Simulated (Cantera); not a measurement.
A perfectly stirred reactor is fed with NH₃ : H₂ = 1 : 3.1 (molar parts), at 8.25 Torr; it is held at 2148 K, and followed from long to short residence time.

Cantera simulation using the gas-phase N/H chemistry of the illustrative SiF4/NH3 mechanism in the Surface Chemkin manual (1991); the numbers are that mechanism's predictions, not measurements. Walls and surfaces, which speed up NH3 decomposition in real reactors, are not modelled.

Problem. What does this change do: pressure from 8.25 Torr to 1130 Torr?

Solution. 
```json
[
 {"quantity": "x(NH₃) at τ = 7.70 s", "before": "0.0124", "after": "0.00133"},
 {"quantity": "x(H₂) at τ = 7.70 s", "before": "0.891", "after": "0.898"},
 {"quantity": "x(N₂) at τ = 7.70 s", "before": "0.0928", "after": "0.0973"},
 {"quantity": "x(N₂H₄) at τ = 7.70 s", "before": "3.95e-11", "after": "4.76e-11"},
 {"quantity": "x(N) at τ = 7.70 s", "before": "4.56e-6", "after": "3.39e-7"},
 {"quantity": "x(NH₃) at τ = 48.0 ms", "before": "0.223", "after": "0.0333"},
 {"quantity": "x(H₂) at τ = 48.0 ms", "before": "0.767", "after": "0.880"},
 {"quantity": "x(N₂) at τ = 48.0 ms", "before": "0.00771", "after": "0.0844"},
 {"quantity": "x(N₂H₄) at τ = 48.0 ms", "before": "1.66e-9", "after": "1.15e-8"},
 {"quantity": "x(N) at τ = 48.0 ms", "before": "3.44e-6", "after": "1.97e-6"}
]
```

Problem. What does this change do: NH3 1 to 0.48 parts?

Solution. 
```csv
quantity,before,after
x(NH₃) at τ = 7.70 s,0.0124,0.00543
x(H₂) at τ = 7.70 s,0.891,0.933
x(N₂) at τ = 7.70 s,0.0928,0.0565
x(N₂H₄) at τ = 7.70 s,3.95e-11,1.52e-11
x(N) at τ = 7.70 s,4.56e-6,5.73e-6
x(NH₃) at τ = 48.0 ms,0.223,0.125
x(H₂) at τ = 48.0 ms,0.767,0.869
x(N₂) at τ = 48.0 ms,0.00771,0.00357
x(N₂H₄) at τ = 48.0 ms,1.66e-9,6.70e-10
x(N) at τ = 48.0 ms,3.44e-6,2.95e-6
```
